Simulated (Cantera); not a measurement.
An isothermal, constant-pressure homogeneous reactor starts with H2 : O2 = 0.34 : 1 (molar parts), at 923 K and 6.23 Torr.

Computed with Cantera and the H2/O2 subset of GRI-Mech 3.0, which has no nitrogen chemistry. Radical loss at walls, strong at low pressure, is not modelled. Below about 950 K walls govern HO2 and H2O2 in real vessels. The temperature is held fixed by assumption; the heat of reaction is taken as removed at once.

One state of this run: x H2 = 1.21e-5; x O2 = 0.709; x H2O = 0.291; x HO2 = 5.67e-7; x OH = 5.46e-5; x O = 1.18e-5; x H2O2 = 9.17e-8. x: mole fraction; the columns are a selection and need not sum to one.

**Question.** Which value of t (s) does it belong to?
A) 2.23
B) 0.198
C) 0.000700
D) 0.445

**Answer.** D, 0.445
